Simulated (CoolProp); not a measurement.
A single-stage vapour-compression cycle with R124: evaporating at 264.15 K (dew point), condensing at 317.15 K (bubble point), superheat 2 K, subcooling 0 K, compressor efficiency 0.75, no pressure losses. Each further row changes one setting.

The numbers come from the reference Helmholtz-energy equation of state, de Vries 1995 in CoolProp.

```tsv
case	cooling COP	pressure ratio	discharge temperature (K)	refrigerating effect (kJ/kg)	volumetric capacity (kJ/m³)
as stated	2.83	5.78	327.7	106	787
evaporating temperature 269.15 K	3.27	4.73	326.3	109	977
condensing temperature 312.15 K	3.24	5.04	322.5	112	831
subcooling 5 K	2.99	5.78	327.7	112	831
superheat 12 K	2.88	5.78	338.0	114	805
compressor efficiency 0.65	2.45	5.78	334.3	106	787
```
